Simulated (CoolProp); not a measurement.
R1224YDZ at several states: density (kg/m³) from the reference equation and from simpler models built on Tc = 428.7 K, pc = 3.334 MPa, ω = 0.325; each cubic takes its own stable root.

Model: reference Helmholtz-energy equation of state, Akasaka 2023, in CoolProp.

```
T (K)  p (MPa)   phase  reference  van der Waals  Redlich-Kwong  Soave-Redlich-Kwong  Peng-Robinson
-----  -------  ------  ---------  -------------  -------------  -------------------  -------------
184.3   0.0213  liquid       1643          2.091           1407                 1437           1613
465.6    0.884     gas      36.51          36.38          36.62                36.44          36.80
247.7    0.142  liquid       1491          10.74           1283                 1331           1501
```

At some of these states van der Waals gives the other phase, because its saturation line lies elsewhere.
